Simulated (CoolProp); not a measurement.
Saturation properties of propylene (Tc = 91.1 °C, pc = 4.555 MPa, ω = 0.146).

The numbers come from the reference Helmholtz-energy equation of state, Lemmon 2013 in CoolProp.

```csv
T (°C),p (MPa),enthalpy of vaporisation (kJ/kg),liquid cp (kJ/(kg K))
-68.05,0.03598,460.6,2.126
-59.05,0.05837,451.2,…
-50.15,0.09018,441.7,2.180
-41.25,0.1342,431.7,2.214
-32.25,…,421.1,2.253
-23.35,…,410.1,…
-14.45,…,398.3,2.346
-5.55,0.4931,385.8,2.402
3.45,0.6466,372.3,…
```

Problem. Fill in the missing entries.

Solution. 
- -59.05, liquid cp (kJ/(kg K)): 2.151
- -32.25, p (MPa): 0.1939
- -23.35, p (MPa): 0.2712
- -23.35, liquid cp (kJ/(kg K)): 2.297
- -14.45, p (MPa): 0.3698
- 3.45, liquid cp (kJ/(kg K)): 2.467

It boils at -47.6 °C under 1 atm.
